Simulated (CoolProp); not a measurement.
Vapour pressure (bar) of ethane: the reference equation beside estimates from Tc = 305.3 K, pc = 48.72 bar, ω = 0.099.

Model: reference Helmholtz-energy equation of state, Bücker 2006, in CoolProp.

```tsv
T (K)	reference	Lee-Kesler	van der Waals	Redlich-Kwong
177	0.6606	0.6477	3.460	0.6887
186.6	1.129	1.115	[?]	1.208
196.2	[?]	[?]	6.219	1.980
205.7	2.790	2.786	8.011	3.058
215.3	4.120	[?]	10.14	4.531
224.8	5.852	5.873	12.58	6.434
234.4	[?]	8.132	15.39	8.873
244	10.92	10.96	18.59	11.89
253.5	14.35	[?]	22.13	15.51
263.1	18.56	[?]	26.11	19.87
```

Q: What belongs in the gaps?

A: 
- 186.6, van der Waals: 4.704
- 196.2, reference: 1.822
- 196.2, Lee-Kesler: 1.811
- 215.3, Lee-Kesler: 4.126
- 234.4, reference: 8.098
- 253.5, Lee-Kesler: 14.40
- 263.1, Lee-Kesler: 18.60

Absolute difference from the reference over all 10 rows, mean and median: Lee-Kesler 0.6 and 0.4 %, van der Waals 168.5 and 130.5 %, Redlich-Kwong 8.3 and 8.8 %.
